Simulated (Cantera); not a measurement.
Cantera run:

```python
import numpy as np
import cantera as ct

gas_names = """
    Br Br2 H HBr H2 Si SiBr SiBr2 SiBr3 SiBr4 SiH SiHBr3 SiH2 SiH2Br2 SiH3 SiH3Br SiH4 Si2 Si3
""".split()
cond_names = """
    Br2(cr) Br2(L) Si(cr) Si(L)
""".split()


# ... load() reads the species with a 1 bar reference pressure and builds the phases ...
atoms = {
    'Si': {'Si': 1},
    'HBr': {'H': 1, 'Br': 1},
}
top_T = {}  # K; cautious upper limits of use, not melting points


# ... equilibrate(T, P, feed) seeds the gas with the atoms and calls Mixture.equilibrate('TP', solver="vcs", rtol=1e-11, max_steps=5000) ...
results = []
feed = {'Si': 1, 'HBr': 5.9}  # mol
T = 898  # K
for P in [1, 4.2, 18, 75, 320, 1300, 5600, 24000, 100000]:
    mix = equilibrate(T, P, feed)
    results.append((T, P, feed, dict(zip(mix.species_names, mix.species_moles))))

top = {s: max(r[3][s] / sum(r[3][g] for g in gas_names) for r in results) for s in gas_names}
cols = sorted((s for s in top if top[s] > 1e-05), key=lambda s: -top[s])[:6]
seen = [c for c in cond_names if any(r[3].get(c, 0) > 1e-12 for r in results)]
print("log10 of partial pressures in bar; condensed amounts in mol")
print(f"{'P/Pa':>10s}" + "".join(f"{s[:9]:>10s}" for s in cols + seen))
for T, P, feed, n in results:
    ng = sum(n[g] for g in gas_names)
    print(f"{P:10.4g}" + "".join(f"{np.log10(max(n[s] / ng * P / 1e5, 1e-99)):10.3f}" for s in cols)
          + "".join(f"{n.get(c, 0):10.4g}" for c in seen))
```

Result:

```
log10 of partial pressures in bar; condensed amounts in mol
      P/Pa        H2       HBr     SiBr4     SiBr2     SiBr3    SiHBr3
         1    -5.395    -5.404    -5.702    -7.488    -7.980    -8.495
       4.2    -4.768    -4.786    -5.071    -7.467    -7.654    -7.856
        18    -4.135    -4.155    -4.437    -7.461    -7.334    -7.219
        75    -3.515    -3.536    -3.816    -7.459    -7.023    -6.598
       320    -2.884    -2.906    -3.186    -7.459    -6.708    -5.967
      1300    -2.276    -2.297    -2.577    -7.458    -6.403    -5.358
      5600    -1.641    -1.663    -1.943    -7.458    -6.086    -4.724
   2.4e+04    -1.009    -1.031    -1.311    -7.458    -5.770    -4.092
     1e+05    -0.390    -0.411    -0.691    -7.458    -5.460    -3.472
```

These are equilibrium values from Cantera (NASA tables, ideal gas, pure condensed phases), not measurements of a reactor. The tables' values for SiBr3 are old estimates; treat these amounts as uncertain.
